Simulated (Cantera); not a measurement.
An isothermal, constant-pressure homogeneous reactor starts with NO : N2 = 1 : 11 (molar parts), at 2098 K and 0.780 bar. Integrator tolerance rtol = 1e-08.

Computed with Cantera and GRI-Mech 3.0 (53 species, 325 reactions).

Question: What does this change do: NO 1 to 3.3 parts?

Answer: 
| quantity | before | after |
|---|---|---|
| x(NO) at 5.00 s | 0.00514 (gas-phase equilibrium 0.00473) | 0.00782 (gas-phase equilibrium 0.00765) |
| x(NO2) at 5.00 s | 2.88e-6 (gas-phase equilibrium 2.65e-6) | 7.40e-6 (gas-phase equilibrium 7.24e-6) |
| x(O) at 5.00 s | 0.000308 (gas-phase equilibrium 0.000309) | 0.000521 (gas-phase equilibrium 0.000521) |
| x(N2) at 5.00 s | 0.956 (gas-phase equilibrium 0.956) | 0.880 (gas-phase equilibrium 0.881) |
| x(O2) at 5.00 s | 0.0389 (gas-phase equilibrium 0.0391) | 0.111 (gas-phase equilibrium 0.111) |
| x(N2O) at 5.00 s | 2.58e-7 (gas-phase equilibrium 2.57e-7) | 4.00e-7 (gas-phase equilibrium 3.99e-7) |

Question: What does this change do: NO 1 to 2.7 parts?

Answer: 
```json
[
 {"quantity": "x(NO) at 5.00 s", "before": "0.00514 (gas-phase equilibrium 0.00473)", "after": "0.00731 (gas-phase equilibrium 0.00713)"},
 {"quantity": "x(NO2) at 5.00 s", "before": "2.88e-6 (gas-phase equilibrium 2.65e-6)", "after": "6.39e-6 (gas-phase equilibrium 6.22e-6)"},
 {"quantity": "x(O) at 5.00 s", "before": "0.000308 (gas-phase equilibrium 0.000309)", "after": "0.000480 (gas-phase equilibrium 0.000481)"},
 {"quantity": "x(N2) at 5.00 s", "before": "0.956 (gas-phase equilibrium 0.956)", "after": "0.898 (gas-phase equilibrium 0.898)"},
 {"quantity": "x(O2) at 5.00 s", "before": "0.0389 (gas-phase equilibrium 0.0391)", "after": "0.0946 (gas-phase equilibrium 0.0947)"},
 {"quantity": "x(N2O) at 5.00 s", "before": "2.58e-7 (gas-phase equilibrium 2.57e-7)", "after": "3.76e-7 (gas-phase equilibrium 3.75e-7)"}
]
```
